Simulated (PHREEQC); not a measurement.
## Spent oxide etchant

Dissolve 0.0046 mol/kgw HF, 0.026 mol/kgw (NH4)2SiF6, 0.0013 mol/kgw H3BO3 and 7.4e-05 mol/kgw HCl at 61 °C. Closed to the air; pH follows from the charge balance.

The numbers come from PHREEQC with the ion-association model, phreeqc.dat.

No solid was allowed to form.

### Question
Estimate the pH.

### Answer
pH 3.01.

### Question
In which forms is Si present?

### Answer
SiF6-2 95 %, H4SiO4 5.3 % of the Si.

Saturation is exceeded, for instance for Quartz (slow to form), Chalcedony (slow to form); the values hold only as long as no solid forms. Complexes and solids missing from the database can't appear. At this temperature some constants are extrapolated from 25 °C, and those without enthalpy data are left unchanged. SiF6-2 is the database's only silicon fluoride. Real BF4- forms and hydrolyses slowly; the run takes it at equilibrium.
